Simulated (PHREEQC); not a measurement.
Consider water at 25 °C and 100 atm with 3.1 mol/kgw H2SO4 and 0.0034 mol/kgw Na2B4O7. Closed to the air; pH follows from the charge balance.

Equilibrium calculation in PHREEQC: Pitzer model, pitzer.dat.

Task: The ionic strength comes out as 4.56 mol/kgw. What activity coefficients do H+, SO4-2, Na+, HSO4- get?

Result: H+ 3.8, SO4-2 0.0019, Na+ 2.0, HSO4- 0.77. Single-ion values are on the MacInnes scale.

Precipitation was switched off in this run. Species that the database lacks are ignored. In brines, pH and single-ion activities rest on the MacInnes convention. Under pressure, the constants of complexes without a molar volume in the database are unreliable.
